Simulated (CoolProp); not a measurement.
Properties of octamethylcyclotetrasiloxane (D4) along the isotherm 365.6 K.

Computed with CoolProp (reference Helmholtz-energy equation of state, Thol 2015).

```csv
p (bar),phase,Z,cp (kJ/(kg K)),cv (kJ/(kg K)),Joule-Thomson coefficient (K/MPa),isothermal compressibility (1/MPa)
0.612,liquid,(withheld),1.799,1.515,-0.3174,0.002774
1.22,liquid,0.01364,1.799,1.515,-0.3178,0.002769
1.84,liquid,0.02057,1.799,1.515,-0.3181,0.002763
2.45,liquid,(withheld),1.799,1.515,-0.3185,0.002757
3.06,liquid,(withheld),1.799,1.515,-0.3188,0.002752
3.67,liquid,0.04102,1.799,1.515,-0.3192,0.002746
4.29,liquid,0.04794,1.798,1.515,-0.3195,(withheld)
4.9,liquid,0.05474,1.798,1.515,-0.3199,0.002735
5.51,liquid,0.06155,1.798,1.515,-0.3202,0.002730
6.12,liquid,0.06835,1.798,1.515,-0.3205,0.002725
6.74,liquid,0.07526,1.798,1.515,-0.3209,0.002719
```

Question: Some entries are withheld; supply them.

Answer: 
- 0.612, Z: 0.006846
- 2.45, Z: 0.02739
- 3.06, Z: 0.03420
- 4.29, isothermal compressibility (1/MPa): 0.002741
